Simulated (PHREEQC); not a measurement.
0.01 g of hydrous ferric oxide (600 m²/g; 0.2 weak and 0.005 strong sites per Fe, Dzombak-Morel constants, diffuse double layer) in 1 kg of water with 0.001 mol/kgw of an inert sodium salt and 2.5e-07 mol CuCl2 and 1.6e-06 mol SrCl2, at 25 °C; the pH is set by adding NaOH or the inert anion's acid. O2 is buffered at 0.21 atm. CO2 from the air is kept out. No solid was allowed to form.

The numbers come from PHREEQC with the ion-association model, wateq4f.dat.

Task: Predict Sr sorbed (%), surface charge σ (C/m²) at pH = 7, 7.38, 8.5.

Result: 
| pH | Sr sorbed (%) | surface charge σ (C/m²) |
|---|---|---|
| 7 | 0.0 | 0.006 |
| 7.38 | 0.1 | 0.004 |
| 8.5 | 8.2 | -0.001 |

Species that the database lacks are ignored. The database's constant for dissolved Cu(OH)2 is higher than later reviews accept.
